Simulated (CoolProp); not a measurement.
R236EA at 253 K and 0.015 MPa is throttled through a valve to 0.00108 MPa with no heat exchange. Each further row changes one setting.

The numbers come from the reference Helmholtz-energy equation of state, Rui 2013 in CoolProp.

| case | temperature change (K) | final density (kg/m³) |
|---|---|---|
| as stated | -0.6 | 0.0783 |
| outlet pressure 0.000324 MPa | -0.6 | 0.0235 |
| outlet pressure 0.0014 MPa | -0.5 | 0.101 |
